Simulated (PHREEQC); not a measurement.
Solution (25 °C): 18 mmol/kgw H3PO4. Closed to the air; pH follows from the charge balance.

All values are PHREEQC results (ion-association model, phreeqc.dat), not measurements.

Each row changes one thing in this solution. This is a speciation only: nothing precipitates in the calculation.

| case | pH | ionic strength (mol/kgw) | H2PO4- (mol/kgw) | HPO4-2 (mol/kgw) |
|---|---|---|---|---|
| as made | 2.10 | 0.00870 | 0.00870 | 9.01e-8 |
| H3PO4 from 0.018 to 0.09 mol/kgw | 1.67 | 0.0242 | 0.0242 | 1.09e-7 |
| 0.0057 mol/kgw NaOH added | 2.32 | 0.0110 | 0.0110 | 1.94e-7 |
| H3PO4 from 0.018 to 0.0198 mol/kgw | 2.07 | 0.00928 | 0.00928 | 9.10e-8 |
| H3PO4 replaced by Na3PO4 at the same molality | 11.82 | 0.0900 | 9.95e-8 | 0.00832 |
| diluted 10-fold with water | 2.84 | 0.00150 | 0.00150 | 7.35e-8 |
| temperature from 25 to 80 °C | 2.18 | 0.00715 | 0.00715 | 1.18e-7 |
| 0.028 mol/kgw NH4HSO4 added | 1.75 | 0.0607 | 0.00576 | 3.73e-8 |
| temperature from 25 to 90 °C | 2.20 | 0.00693 | 0.00693 | 1.23e-7 |

Constants without temperature data keep their 25 °C values here.
